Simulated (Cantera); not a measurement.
A freely propagating, adiabatic, planar premixed flame of H2 : O2 : N2 : H2O = 1 : 0.5 : 1.88 : 0.12 (molar parts), unburnt at 600 K and 100000 Pa; multicomponent transport, grid criteria slope 0.08 and curve 0.16, no radiation.

Detailed kinetics in Cantera: the H2/O2 subset of GRI-Mech 3.0, which has no nitrogen chemistry. Burning velocities carry a grid error of a few per cent, more on coarse grids.

Task: Predict: laminar burning velocity; thermal thickness; peak x(H2O2); peak x(HO2); peak x(OH).

Result: 
```json
{
 "laminar_burning_velocity": "695 cm/s",
 "thermal_thickness": "0.458 mm",
 "peak x(H2O2)": "1.84e-5",
 "peak x(HO2)": "0.000348",
 "peak x(OH)": "0.0179"
}
```
